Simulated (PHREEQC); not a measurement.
Model water analysis in mmol/kgw, 25 °C, pH 6.76, pe 11.2: Na 0.131; K 0.0224; Ca 0.241; Mg 0.143; Cl 0.475; S(6) 0.075; Alkalinity (meq/kgw) 0.293; O(0) (counted as O atoms) 0.0042; Si 0.0038; Zn 0.0167; Pb 0.000464.

Valence states are taken as typed.

Equilibrium calculation in PHREEQC: ion-association model, phreeqc.dat.

Each row changes one thing in this solution. Precipitation was switched off in this run.

| case | HCO3- (mol/kgw) | CO2 (mol/kgw) | SO4-2 (mol/kgw) | Zn+2 (mol/kgw) | Pb+2 (mol/kgw) | CO3-2 (mol/kgw) | SI of Cerussite (PbCO3) | SI of Pb(OH)2 (Pb(OH)2) |
|---|---|---|---|---|---|---|---|---|
| as made | 0.000290 | 0.000109 | 7.09e-5 | 1.57e-5 | 1.90e-7 | 8.86e-8 | -0.79 | -1.42 |
| O(0) from 0.0042 to 0.0084 mmol/kgw | 0.000290 | 0.000109 | 7.09e-5 | 1.57e-5 | 1.90e-7 | 8.86e-8 | -0.79 | -1.42 |
| pH from 6.76 to 7.26 at the same alkalinity | 0.000288 | 3.42e-5 | 7.09e-5 | 1.51e-5 | 9.23e-8 | 2.78e-7 | -0.60 | -0.74 |
| all concentrations times 2 at the same typed pH | 0.000577 | 0.000213 | 0.000136 | 3.01e-5 | 2.60e-7 | 1.84e-7 | -0.39 | -1.31 |
